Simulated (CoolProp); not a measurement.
The numbers come from the reference Helmholtz-energy equation of state, Wagner 2002 in CoolProp.

**Question.** For water, give the phase and the cp (kJ/(kg K)), cv (kJ/(kg K)), Joule-Thomson coefficient (K/MPa), Prandtl number at 674.7 K and 0.101 MPa; 730.1 K and 0.101 MPa; 803.9 K and 0.101 MPa.

**Answer.** 
- 674.7 K and 0.101 MPa: gas; cp 2.07, cv 1.61, Joule-Thomson coefficient 7.41, Prandtl number 0.926
- 730.1 K and 0.101 MPa: gas; cp 2.11, cv 1.64, Joule-Thomson coefficient 5.88, Prandtl number 0.920
- 803.9 K and 0.101 MPa: gas; cp 2.16, cv 1.69, Joule-Thomson coefficient 4.45, Prandtl number 0.913

Viscosity comes from a separate model (Huber 2009). Thermal conductivity comes from a separate model (Huber 2012).
